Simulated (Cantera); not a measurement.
Transport properties of process gases

Gas mixture: C3H8 = 0.24 (molar parts), at 500000 Pa, frozen composition.

Cantera's kinetic-theory transport with the Lennard-Jones parameters of GRI-Mech 3.0, ideal gas; thermal conductivity in the mixture-averaged form.

```tsv
T (K)	ρ (kg/m³)	cp (J/kg/K)	μ (µPa s)	λ (mW/m/K)	Pr	D (cm²/s) NO	D (cm²/s) O	D (cm²/s) OH
400	6.63	2134	10.9	30.7	0.756	0.0384	0.0604	0.0591
500	5.30	2549	13.3	44.9	0.754	0.0572	0.0896	0.0876
600	4.42	2917	15.5	59.8	0.755	0.0787	0.123	0.120
700	3.79	3237	17.5	75.0	0.757	0.103	0.160	0.157
800	3.31	3512	19.4	90.1	0.757	0.129	0.201	0.197
900	2.95	3749	21.2	105	0.758	0.158	0.246	0.240
1000	2.65	3960	23.0	120	0.759	0.189	0.293	0.287
```
D: mixture-averaged diffusion coefficient of that species in the mixture.
